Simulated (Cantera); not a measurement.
SO2 + O2 (abatement and gas-phase synthesis)

Charge: 1 mol SO2, 3.8 mol O2, equilibrated at 12.0 Pa.

Method: chemical equilibrium by Gibbs-energy minimisation in Cantera with the NASA 1993 tables (ideal gas, pure condensed phases). Candidate condensed phases: S; 17 gas species. Ions and electrons are included (thermal ionisation). Kinetics and transport are ignored.

```
T (K)  log p O  log p O2  log p SO2  log p S  log p SO  log p e-
-----  -------  --------  ---------  -------  --------  --------
2000     -5.20     -4.05      -4.62    -8.70     -6.43      <-15
2250     -4.52     -4.17      -4.72    -7.01     -5.59    -14.12
2500     -4.12     -4.56      -5.17    -5.72     -5.14    -12.30
2750     -3.99     -5.27      -6.37    -5.10     -5.41    -10.99
3000     -3.97     -6.04      -7.93    -4.97     -6.11    -10.09
3250     -3.96     -6.73      -9.37    -4.95     -6.80     -9.37
3500     -3.96     -7.31     -10.62    -4.95     -7.41     -8.75
3750     -3.96     -7.83     -11.71    -4.95     -7.95     -8.22
4000     -3.96     -8.27     -12.66    -4.95     -8.41     -7.75
4250     -3.96     -8.67     -13.51    -4.95     -8.83     -7.33
4500     -3.96     -9.02     -14.26    -4.95     -9.20     -6.96
4750     -3.96     -9.34     -14.94    -4.96     -9.53     -6.63
5000     -3.97     -9.62     -15.56    -4.97     -9.84     -6.33
```
log p: log10 of the partial pressure in bar; nothing condenses.

From 2000 K to 5000 K nothing is condensed.
